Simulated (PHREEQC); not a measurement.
PHREEQC input (ion-association model, wateq4f.dat):

```
SOLUTION 1
  temp 25
  units mol/kgw
  pH 7 charge
  F 0.04679
  Na 0.00029
  Si 0.0066
SOLUTION 2
  temp 25
  units mol/kgw
  pH 7 charge
  Cl 0.02012
  S(6) 0.0021
  Zn 0.0021
  K 0.00012
END
SELECTED_OUTPUT 1
  -reset false
  -pH true
  -pe true
  -ionic_strength true
  -water true
  -totals Cl F K Na S Si Zn S(-2) S(6)
  -molalities H+ Cl- F- K+ Na+ SO4-2 H4SiO4 Zn+2 H3SiO4- H2SiO4-2
    NaSO4- KSO4- HSO4- H2S HS- S-2 O2 OH- SiF6-2 HF
    HF2- ZnCl+ ZnCl2 ZnCl3- ZnCl4-2 ZnF+ ZnOH+ Zn(OH)2 Zn(OH)3- Zn(OH)4-2
    ZnOHCl Zn(HS)2 Zn(HS)3- ZnSO4 Zn(SO4)2-2 H2F2 NaF
  -equilibrium_phases Zn(OH)2-e Zn4(OH)6SO4 Zn5(OH)8Cl2 Quartz Halite Mirabilite Goslarite ZnF2 Willemite
PRINT
  -reset false
MIX 1
  1 1
  2 0
EQUILIBRIUM_PHASES 1
  Zn(OH)2-e 0 0
  Zn4(OH)6SO4 0 0
  Zn5(OH)8Cl2 0 0
  Quartz 0 0
  Halite 0 0
  Mirabilite 0 0
  Goslarite 0 0
  ZnF2 0 0
  Willemite 0 0
  O2(g) -0.68 10
END
# ... the last block is repeated for the other 20 points of share of solution B
```

Selected output (columns that matter, 21 of 21 rows; share of solution B added in front):

```
share of solution B	pH	mu	Cl	F	K	Na	S	Si	Zn	m_H+	m_Cl-	m_K+	m_Na+	Quartz
0	1.9278	0.020128	0	0.04679	0	0.00029	0	0.0066	0	0.01328	0	0	0.00028994	0
0.05	1.9195	0.020415	0.001006	0.044451	6e-06	0.0002755	0.000105	0.00627	0.000105	0.013544	0.0010058	5.9986e-06	0.0002754	0
0.1	1.9115	0.020692	0.002012	0.042111	1.2e-05	0.000261	0.00021	0.00594	0.00021	0.013805	0.0020113	1.1994e-05	0.00026087	0
0.15	1.9037	0.020959	0.003018	0.039772	1.8e-05	0.0002465	0.000315	0.00561	0.000315	0.014062	0.0030165	1.7988e-05	0.00024634	0
0.2	1.8961	0.021215	0.004024	0.037432	2.4e-05	0.000232	0.00042	0.00528	0.00042	0.014316	0.0040214	2.3978e-05	0.00023181	0
0.25	1.8895	0.021423	0.00503	0.035093	3e-05	0.0002175	0.000525	0.0049261	0.000525	0.014542	0.005026	2.9967e-05	0.00021729	2.392e-05
0.3	1.8836	0.021587	0.006036	0.032753	3.6e-05	0.000203	0.00063001	0.0045469	0.00063001	0.014744	0.0060302	3.5952e-05	0.00020278	7.3143e-05
0.35	1.8778	0.02175	0.0070421	0.030414	4.2e-05	0.0001885	0.00073501	0.0041688	0.00073501	0.014947	0.0070342	4.1936e-05	0.00018827	0.00012126
0.4	1.8721	0.021912	0.0080481	0.028074	4.8001e-05	0.000174	0.00084001	0.003792	0.00084001	0.015152	0.0080379	4.7917e-05	0.00017376	0.00016809
0.45	1.8663	0.022075	0.0090541	0.025735	5.4001e-05	0.0001595	0.00094501	0.0034166	0.00094501	0.015359	0.0090413	5.3897e-05	0.00015926	0.00021342
0.5	1.8605	0.02224	0.01006	0.023395	6.0001e-05	0.000145	0.00105	0.0030431	0.00105	0.015569	0.010044	5.9874e-05	0.00014476	0.00025694
0.55	1.8547	0.022407	0.011066	0.021056	6.6001e-05	0.0001305	0.001155	0.0026718	0.001155	0.015783	0.011047	6.5849e-05	0.00013027	0.00029828
0.6	1.8489	0.022578	0.012072	0.018716	7.2001e-05	0.000116	0.00126	0.0023032	0.00126	0.016001	0.01205	7.1822e-05	0.00011578	0.00033686
0.65	1.843	0.022756	0.013078	0.016377	7.8002e-05	0.0001015	0.001365	0.0019381	0.001365	0.016225	0.013052	7.7794e-05	0.0001013	0.00037191
0.7	1.837	0.022944	0.014084	0.014037	8.4002e-05	8.7002e-05	0.00147	0.0015778	0.00147	0.016457	0.014054	8.3764e-05	8.6815e-05	0.00040219
0.75	1.8308	0.023147	0.01509	0.011698	9.0002e-05	7.2502e-05	0.001575	0.0012244	0.001575	0.0167	0.015056	8.9732e-05	7.2338e-05	0.00042567
0.8	1.8243	0.023375	0.016096	0.0093582	9.6002e-05	5.8001e-05	0.00168	0.00088141	0.00168	0.01696	0.016057	9.5698e-05	5.7864e-05	0.00043861
0.85	1.8171	0.023651	0.017102	0.0070187	0.000102	4.3501e-05	0.001785	0.00055707	0.001785	0.017252	0.017058	0.00010166	4.3393e-05	0.00043294
0.9	1.8084	0.024035	0.018108	0.0046791	0.000108	2.9001e-05	0.00189	0.00027393	0.00189	0.017611	0.018059	0.00010763	2.8926e-05	0.00038608
0.95	1.7952	0.024747	0.019114	0.0023395	0.000114	1.45e-05	0.001995	0.00011378	0.001995	0.018177	0.01906	0.00011359	1.4462e-05	0.00021622
1	1.7769	0.025864	0.02012	0	0.00012	0	0.0021	0	0.0021	0.018999	0.02006	0.00011956	0	0
```

Species that the database lacks are ignored. SiF6-2 is the database's only silicon fluoride.
